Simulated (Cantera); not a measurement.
A closed system holds: 1 mol CaCO3, 0.0072 mol C, 8.9 mol CO2, at 1950 °C and 101000 Pa.

Equilibrium computed with Cantera from the NASA thermochemical tables; the gas is ideal and each condensed phase is pure. Candidate condensed phases: C, Ca, CaCO3, CaO; 15 gas species. Rates play no part.

**Question.** What is the equilibrium state?

**Answer.** x(CO2): 0.933
x(CO): 0.0447
x(O2): 0.0214
x(O): 0.000455
n(CaO(s)): 1.000 mol
gas amount: 10.13 mol
log10 activity of C(graphite) (absent): -7.67
log10 activity of Ca(l) (absent): -8.46
